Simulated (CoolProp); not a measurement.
Vapour-liquid equilibrium of cyclohexane (1) + n-heptane (2) at 12.2 bar; x and y are mole fractions of (1).

Model: multi-fluid Helmholtz-energy mixture model, Zhou 2014 and Span 2003; pair parameters Bell 2016, in CoolProp.

| x | bubble temperature (°C) | y at the bubble point | dew temperature at overall composition x (°C) | liquid density (mol/L) |
|---|---|---|---|---|
| 0.05 | 212.0 | 0.060 | 212.2 | 4.825 |
| 0.15 | 210.0 | 0.178 | 210.4 | 5.005 |
| 0.25 | 207.9 | 0.291 | 208.6 | 5.194 |
| 0.35 | 205.9 | 0.400 | 206.8 | 5.391 |
| 0.45 | 203.9 | 0.504 | 204.9 | 5.599 |
| 0.55 | 201.9 | 0.604 | 203.0 | 5.817 |
| 0.65 | 200.0 | 0.699 | 201.0 | 6.047 |
| 0.75 | 198.2 | 0.789 | 199.0 | 6.290 |
| 0.85 | 196.4 | 0.876 | 197.0 | 6.548 |
| 0.95 | 194.7 | 0.959 | 194.9 | 6.821 |

No azeotrope shows between x = 0.05 and 0.95.

Pair parameters are fitted to limited data, so mixtures are less certain than the pure fluids.
